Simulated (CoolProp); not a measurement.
Ammonia along the isobar 14.2 MPa: Z from the reference equation and from simpler models built on Tc = 132.4 °C, pc = 11.36 MPa, ω = 0.256; each cubic takes its own stable root.

The numbers come from the reference Helmholtz-energy equation of state, Gao 2020 in CoolProp.

```tsv
T (°C)	phase	reference
27.35	liquid	0.1583
34.95	liquid	0.1572
42.45	liquid	0.1563
50.05	liquid	0.1557
57.55	liquid	0.1553
65.15	liquid	0.1553
72.65	liquid	0.1556
80.25	liquid	0.1562
87.85	liquid	0.1574
```

How far does each simpler model (van der Waals, Redlich-Kwong, Soave-Redlich-Kwong) lie from the reference over these 9 states: mean and median of the absolute difference, and the worst?


- van der Waals: mean 82.5 %, median 82.7 %, worst +85.0 % at 27.35 °C and 14.2 MPa
- Redlich-Kwong: mean 32.1 %, median 32.0 %, worst +34.2 % at 87.85 °C and 14.2 MPa
- Soave-Redlich-Kwong: mean 27.2 %, median 27.0 %, worst +29.2 % at 87.85 °C and 14.2 MPa
